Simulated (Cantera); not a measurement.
Premixed flame

A freely propagating, adiabatic, planar premixed flame of H₂ : O₂ : N₂ : H₂O = 1 : 0.217 : 0.817 : 0.35 (molar parts), unburnt at 625 K and 0.290 bar; mixture-averaged transport, grid criteria slope 0.08 and curve 0.16, no radiation.

Detailed kinetics in Cantera: the H2/O2 subset of GRI-Mech 3.0, which has no nitrogen chemistry. Burning velocities carry a grid error of a few per cent, more on coarse grids.

| z (mm) | T (K) | u (m/s) | x H₂ | x O₂ | x H₂O | x O | x H | x HO₂ |
|---|---|---|---|---|---|---|---|---|
| -6.41 | 625 | 6.85 | 0.419 | 0.0910 | 0.147 | <1e-8 | <1e-8 | <1e-8 |
| -4.27 | 625 | 6.85 | 0.419 | 0.0910 | 0.147 | <1e-8 | <1e-8 | <1e-8 |
| -3.20 | 625 | 6.85 | 0.419 | 0.0910 | 0.147 | <1e-8 | <1e-8 | <1e-8 |
| -2.14 | 625 | 6.85 | 0.419 | 0.0910 | 0.147 | <1e-8 | 3.40e-7 | 1.53e-6 |
| -1.07 | 644 | 7.03 | 0.416 | 0.0907 | 0.149 | 1.22e-5 | 0.000398 | 0.000125 |
| -0.534 | 798 | 8.58 | 0.392 | 0.0854 | 0.166 | 0.000203 | 0.00731 | 8.09e-5 |
| 0 | 1112 | 11.7 | 0.310 | 0.0558 | 0.233 | 0.00193 | 0.0421 | 3.10e-5 |
| 0.534 | 1327 | 13.8 | 0.233 | 0.0140 | 0.315 | 0.00203 | 0.0744 | 6.68e-6 |
| 1.07 | 1418 | 14.7 | 0.216 | 0.00258 | 0.338 | 0.00111 | 0.0771 | 1.15e-6 |
| 2.14 | 1506 | 15.5 | 0.220 | 0.000631 | 0.344 | 0.000814 | 0.0673 | 2.70e-7 |
| 4.27 | 1600 | 16.4 | 0.228 | 0.000433 | 0.347 | 0.000625 | 0.0538 | 1.78e-7 |
| 8.54 | 1692 | 17.2 | 0.237 | 0.000274 | 0.351 | 0.000409 | 0.0401 | 1.12e-7 |
| 17.1 | 1773 | 17.9 | 0.244 | 0.000146 | 0.354 | 0.000225 | 0.0279 | 6.35e-8 |
x: mole fraction of selected species; z is measured from the peak of heat release.

```
Property                     Value
------------------------  --------
laminar burning velocity  685 cm/s
thermal thickness          2.14 mm
peak x(O)                  0.00248
peak x(H)                   0.0780
peak x(HO₂)               0.000126
grid points                    131
```
